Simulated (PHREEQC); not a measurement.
PHREEQC input (ion-association model, wateq4f.dat):

```
SOLUTION_MASTER_SPECIES
  An  An-  0  An  62.0  # stands for a non-complexing anion
SOLUTION_SPECIES
  An- = An-
    -log_k 0
    -gamma 3.0 0
PHASES
  Fix_H+
    H+ = H+
    -log_k 0
SOLUTION 1
  temp 25
  units mmol/kgw
  pH 7 charge
  Na 1
  An 1
END
SELECTED_OUTPUT 1
  -reset false
  -pH true
  -pe true
  -ionic_strength true
  -water true
  -totals Na
  -molalities Hfo_wOH Hfo_wOH2+ Hfo_wO- Hfo_sOH Hfo_sOH2+ Hfo_sO-
USER_PUNCH 1
  -headings sigma psi
  10 PUNCH EDL("sigma", "Hfo"), EDL("psi", "Hfo")
PRINT
  -reset false
USE solution 1
SURFACE 1
  Hfo_wOH 0.000247191 600 0.11
  Hfo_sOH 6.17978e-06
EQUILIBRIUM_PHASES 1
  Fix_H+ -3 HAn 10
    -force_equality true
  O2(g) -0.68 10
END
# ... the last block is repeated for the other 16 points of pH, with NaOH or the acid as the point needs
```

Selected output (columns that matter, 13 of 17 rows; pH added in front):

```
pH	mu	Na	m_Hfo_wOH	m_Hfo_wOH2+	m_Hfo_wO-	m_Hfo_sOH	m_Hfo_sOH2+	m_Hfo_sO-	sigma	psi
3	0.0021356	0.001	7.6364e-05	0.00017004	7.8563e-07	1.9091e-06	4.251e-06	1.9641e-08	0.25364	0.23321
3.5	0.0013888	0.001	0.00012449	0.00011974	2.9648e-06	3.1121e-06	2.9935e-06	7.4121e-08	0.175	0.2252
4.5	0.0010596	0.001	0.00017313	6.32e-05	1.0865e-05	4.3282e-06	1.58e-06	2.7161e-07	0.078428	0.19093
5	0.0010276	0.001	0.00018248	4.9202e-05	1.5505e-05	4.5621e-06	1.2301e-06	3.8762e-07	0.050498	0.16914
5.5	0.001014	0.001	0.00018688	4.0617e-05	1.9697e-05	4.6719e-06	1.0154e-06	4.9242e-07	0.031351	0.1451
6.5	0.001004	0.001	0.0001894	3.2508e-05	2.528e-05	4.7351e-06	8.1269e-07	6.3201e-07	0.010831	0.092011
7	0.0010021	0.001	0.00018965	3.0742e-05	2.6802e-05	4.7412e-06	7.6855e-07	6.7004e-07	0.0059049	0.063901
7.5	0.001001	0.001	0.00018973	2.965e-05	2.7813e-05	4.7432e-06	7.4124e-07	6.9533e-07	0.0027521	0.035264
8.5	0.0010039	0.0010044	0.00018974	2.8162e-05	2.9287e-05	4.7436e-06	7.0405e-07	7.3217e-07	-0.0016856	-0.022568
9	0.0010119	0.0010134	0.00018969	2.7287e-05	3.021e-05	4.7424e-06	6.8217e-07	7.5526e-07	-0.0043812	-0.051341
9.5	0.0010357	0.0010386	0.00018954	2.5991e-05	3.1664e-05	4.7384e-06	6.4976e-07	7.9161e-07	-0.0085025	-0.07969
10.5	0.0013396	0.0013493	0.00018739	2.043e-05	3.9374e-05	4.6847e-06	5.1076e-07	9.8434e-07	-0.028388	-0.13296
11	0.0020718	0.0020904	0.00018137	1.4757e-05	5.1065e-05	4.5342e-06	3.6892e-07	1.2766e-06	-0.054411	-0.15501
```

Species that the database lacks are ignored. The oxide is taken as insoluble; below pH 4 it would dissolve.
